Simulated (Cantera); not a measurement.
# Carbon deposition, reforming and gasification: C₃H₈ + O₂ + H₂

A closed system holds: 1 mol C₃H₈, 0.14 mol O₂, 0.49 mol H₂, at 0.00100 bar.

Equilibrium computed with Cantera from the NASA thermochemical tables; the gas is ideal and each condensed phase is pure. Candidate condensed phases: C, C₆H₆, C₇H₈, C₈H₁₈, H₂O; 110 gas species. Equilibrium is a limit: real reactors are often held back by kinetics, nucleation or transport.

```tsv
T (°C)	x H₂	x H	x CO	x C₂H₂ (acetylene)	x C₂H	x C₃	x C	n C(graphite)
1100	0.941	0.000102	0.0587	1.63e-6	<1e-12	<1e-12	<1e-12	2.72
1200	0.941	0.000388	0.0587	6.12e-6	4.01e-12	<1e-12	<1e-12	2.72
1300	0.940	0.00125	0.0587	1.94e-5	7.46e-11	<1e-12	<1e-12	2.72
1400	0.938	0.00349	0.0586	5.34e-5	9.74e-10	1.75e-12	6.64e-12	2.72
1500	0.933	0.00869	0.0584	0.000131	9.49e-9	4.95e-11	1.22e-10	2.72
1600	0.922	0.0196	0.0581	0.000288	7.21e-8	9.76e-10	1.64e-9	2.72
1700	0.901	0.0405	0.0575	0.000577	4.43e-7	1.41e-8	1.69e-8	2.71
1800	0.865	0.0774	0.0564	0.00106	2.25e-6	1.57e-7	1.39e-7	2.71
1900	0.806	0.137	0.0547	0.00178	9.71e-6	1.39e-6	9.39e-7	2.70
2000	0.720	0.225	0.0521	0.00271	3.58e-5	1.01e-5	5.36e-6	2.69
2100	0.604	0.343	0.0486	0.00372	0.000114	6.18e-5	2.64e-5	2.67
```
x: gas mole fraction; n: condensed amount in mol.

From 1100 °C to 2100 °C the condensed part is C(graphite). The main C-bearing gas is CO throughout.
